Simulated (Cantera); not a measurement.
Feed: 1 mol borazine, a varied amount of O2, 0.53 mol N2, at 1298 K and 10.0 Torr.

Method: chemical equilibrium by Gibbs-energy minimisation in Cantera with the NASA 1993 tables (ideal gas, pure condensed phases). Candidate condensed phases: B, BN, B2O3, B3O3H3, H2O; 39 gas species. The feed counts by its element totals alone. Mutual solubility and eutectic melting of coexisting phases are not modelled. Gases not in the tables: H3BO3. The numbers say what is thermodynamically allowed, not how fast it happens.

Question: Which condensed phases are stable at each of these points (n(O2) (mol)): 0.13, 0.38, 0.62, 0.87, 1.1, 1.4, 1.6, 1.9, 2.1, 2.4, 2.6?

Answer: 
| n(O2) (mol) | condensed phases | B condensed (%) |
|---|---|---|
| 0.13 | BN(s) + B2O3(l) | 99.9 |
| 0.38 | BN(s) + B2O3(l) | 99.9 |
| 0.62 | BN(s) + B2O3(l) | 99.9 |
| 0.87 | BN(s) + B2O3(l) | 99.9 |
| 1.1 | BN(s) + B2O3(l) | 99.9 |
| 1.4 | BN(s) + B2O3(l) | 99.9 |
| 1.6 | BN(s) + B2O3(l) | 99.9 |
| 1.9 | BN(s) + B2O3(l) | 99.9 |
| 2.1 | BN(s) + B2O3(l) | 99.9 |
| 2.4 | B2O3(l) | 98.9 |
| 2.6 | B2O3(l) | 98.4 |

From 0.13 mol O2 to 2.1 mol O2 the condensed part is BN(s) + B2O3(l). From 2.4 mol O2 to 2.6 mol O2 the condensed part is B2O3(l).
